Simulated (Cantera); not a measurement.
Input (Python, Cantera):

```python
import numpy as np
import cantera as ct

gas = ct.Solution("gri30.yaml")
gas.TPX = 1650, 2666, {'C2H4': 1, 'H2': 0.22}
inlet = ct.Reservoir(gas, clone=True)

reactor = ct.IdealGasConstPressureReactor(gas, energy="off", clone=False)
exhaust = ct.Reservoir(gas, clone=True)
tau = [8.8, 3.2, 1.2, 0.43, 0.16, 0.057, 0.021, 0.0077, 0.0028, 0.001][0]
for a, b in ((inlet, reactor), (reactor, exhaust)):
    ct.MassFlowController(a, b, mdot=lambda t: reactor.mass / tau)
net = ct.ReactorNet([reactor])
show = ['C2H4', 'H2', 'C2H', 'C2H6', 'CH4', 'CH3', 'CH2']

rows = []
print(f"{'tau/s':>10s}{'T/K':>9s}" + "".join(f"{s:>11s}" for s in show))
for tau in [8.8, 3.2, 1.2, 0.43, 0.16, 0.057, 0.021, 0.0077, 0.0028, 0.001]:
    net.initial_time = 0.0
    net.advance(30 * tau)
    before = gas.X
    net.advance(40 * tau)
    drift = np.max(np.abs(gas.X - before) / (gas.X + 1e-9))
    rows.append([gas.T, *gas[show].X, drift])
    print(f"{tau:10.3e}{gas.T:9.1f}" + "".join(f"{x:11.3e}" for x in gas[show].X))
```

Output:

```
     tau/s      T/K       C2H4         H2        C2H       C2H6        CH4        CH3        CH2
 8.800e+00   1650.0  8.277e-04  5.480e-01  1.253e-06  1.930e-08  9.097e-04  1.179e-05  7.670e-09
 3.200e+00   1650.0  1.711e-03  5.480e-01  9.508e-07  3.002e-08  5.699e-04  5.621e-06  3.184e-09
 1.200e+00   1650.0  5.510e-03  5.466e-01  5.662e-07  7.277e-08  3.567e-04  2.116e-06  1.598e-09
 4.300e-01   1650.0  2.290e-02  5.389e-01  2.866e-07  1.912e-07  2.362e-04  7.453e-07  2.252e-09
 1.600e-01   1650.0  7.937e-02  5.136e-01  1.556e-07  4.021e-07  1.557e-04  3.230e-07  4.369e-09
 5.700e-02   1650.0  2.236e-01  4.487e-01  8.801e-08  6.676e-07  8.498e-05  1.816e-07  8.603e-09
 2.100e-02   1650.0  4.443e-01  3.493e-01  4.764e-08  7.385e-07  3.372e-05  1.285e-07  1.464e-08
 7.700e-03   1650.0  6.469e-01  2.581e-01  1.871e-08  5.014e-07  8.511e-06  8.068e-08  1.798e-08
 2.800e-03   1650.0  7.579e-01  2.081e-01  4.072e-09  2.015e-07  1.293e-06  3.368e-08  1.232e-08
 1.000e-03   1650.0  7.993e-01  1.895e-01  5.593e-10  5.234e-08  1.287e-07  9.369e-09  4.846e-09
```

Cantera simulation using GRI-Mech 3.0 (53 species, 325 reactions); the numbers are that mechanism's predictions, not measurements. GRI-Mech 3.0 was tuned for natural gas; its chemistry of ethylene as a main component is partial and can be far from experiment. GRI-Mech 3.0 stops at C3 and has no aromatics, soot or wall deposition, so with more carbon than oxygen in the feed, carbon stays in small species such as C2H2 where larger ones or solid carbon would form. Radical loss at walls, strong at low pressure, is not modelled.
